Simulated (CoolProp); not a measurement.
Vapour-liquid equilibrium of R125 (1) + dimethyl ether (2) at 14.55 °C; x and y are mole fractions of (1).

Values from CoolProp's multi-fluid Helmholtz-energy mixture model, Lemmon 2005 and Wu 2011; pair parameters Bell 2016.

**Question.** Give the bubble pressure and the first vapour's composition at x = 0.35, 0.65, 0.95. Is there an azeotrope?

**Answer.** x = 0.35: 0.5344 MPa, y = 0.481; x = 0.65: 0.7124 MPa, y = 0.809; x = 0.95: 0.9863 MPa, y = 0.984. No azeotrope shows between x = 0.05 and 0.95.

The pair parameters rest on a limited set of measurements; away from them the model extrapolates.
